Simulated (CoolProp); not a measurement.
R245fa at several states: fugacity coefficient from the reference equation and from simpler models built on Tc = 427.0 K, pc = 3651 kPa, ω = 0.378; each cubic takes its own stable root.

Model: reference Helmholtz-energy equation of state, Akasaka 2015, in CoolProp.

| T (K) | p (kPa) | phase | reference |
|---|---|---|---|
| 245.4 | 3890 | liquid | 0.003819 |
| 262.4 | 6070 | liquid | 0.006670 |
| 387.6 | 7720 | liquid | 0.2182 |
| 314.7 | 1760 | liquid | 0.1470 |
| 208 | 1230 | liquid | 0.0007302 |
| 269.4 | 681 | liquid | 0.06598 |

How far does each simpler model (van der Waals, Redlich-Kwong, Soave-Redlich-Kwong, Peng-Robinson) lie from the reference over these 6 states: mean and median of the absolute difference, and the worst?


- van der Waals: mean 2338.5 %, median 944.4 %, worst +9942.5 % at 208 K and 1230 kPa
- Redlich-Kwong: mean 221.8 %, median 189.3 %, worst +577.8 % at 208 K and 1230 kPa
- Soave-Redlich-Kwong: mean 2.1 %, median 1.7 %, worst +5.0 % at 387.6 K and 7720 kPa
- Peng-Robinson: mean 3.4 %, median 2.0 %, worst +11.6 % at 208 K and 1230 kPa
